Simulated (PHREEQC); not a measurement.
## Brackish or sea water: speciation

Synthetic water in mmol/kgw, 25 °C, pH 6.42: Na 67.4; K 0.323; Ca 1.71; Mg 28.4; Cl 102; S(6) 7.83; Alkalinity (meq/kgw) 4.39.

Valence states are taken as typed.

Equilibrium calculation in PHREEQC: Pitzer model, pitzer.dat.

```json
{
 "ionic_strength": "0.163 mol/kgw",
 "specific_conductance": "12000 µS/cm",
 "density": "1.003 g/cm³",
 "osmotic_coefficient": "0.887",
 "charge_balance_error": "2.4 %"
}
```

```
species  molality  activity   log γ
-------  --------  --------  ------
Cl-         0.102    0.0747  -0.135
Na+        0.0674    0.0517  -0.115
Mg+2       0.0284   0.00928  -0.486
SO4-2     0.00783   0.00163  -0.681
HCO3-     0.00438   0.00330  -0.123
CO2       0.00270   0.00276   0.010
Ca+2      0.00171  0.000532  -0.507
K+       0.000323  0.000242  -0.126
MgCO3     3.12e-6   3.12e-6   0.000
CO3-2     1.83e-6   3.97e-7  -0.664
H+        4.88e-7   3.80e-7  -0.109
HSO4-     7.95e-8   5.91e-8  -0.129
MgOH+     4.40e-8   3.78e-8  -0.066
OH-       3.98e-8   2.65e-8  -0.176
```

Precipitation was switched off in this run.
